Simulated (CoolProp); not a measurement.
c-C4F8 (RC318) along the isotherm 226.85 °C: fugacity coefficient from the reference equation and from simpler models built on Tc = 115.2 °C, pc = 2778 kPa, ω = 0.355; each cubic takes its own stable root.

Values from CoolProp's reference Helmholtz-energy equation of state, Platzer 1990. This equation is an older, rougher fit.

| p (kPa) | phase | reference | van der Waals | Redlich-Kwong | Soave-Redlich-Kwong | Peng-Robinson |
|---|---|---|---|---|---|---|
| 107 | gas | 0.9950 | 0.9939 | 0.9939 | 0.9952 | 0.9941 |
| 214 | gas | 0.9901 | 0.9879 | 0.9877 | 0.9904 | 0.9883 |
| 320 | gas | 0.9852 | 0.9819 | 0.9817 | 0.9857 | 0.9825 |
| 427 | gas | 0.9803 | 0.9759 | 0.9756 | 0.9810 | 0.9768 |
| 534 | gas | 0.9754 | 0.9699 | 0.9696 | 0.9763 | 0.9711 |
| 641 | gas | 0.9705 | 0.9639 | 0.9636 | 0.9717 | 0.9654 |
| 748 | gas | 0.9657 | 0.9579 | 0.9576 | 0.9670 | 0.9598 |
| 855 | gas | 0.9608 | 0.9520 | 0.9517 | 0.9624 | 0.9542 |
| 961 | gas | 0.9561 | 0.9461 | 0.9458 | 0.9579 | 0.9487 |
| 1070 | gas | 0.9512 | 0.9400 | 0.9398 | 0.9532 | 0.9431 |
| 1180 | gas | 0.9463 | 0.9339 | 0.9338 | 0.9486 | 0.9375 |
| 1280 | gas | 0.9418 | 0.9284 | 0.9284 | 0.9444 | 0.9324 |
| 1390 | gas | 0.9370 | 0.9224 | 0.9224 | 0.9398 | 0.9269 |
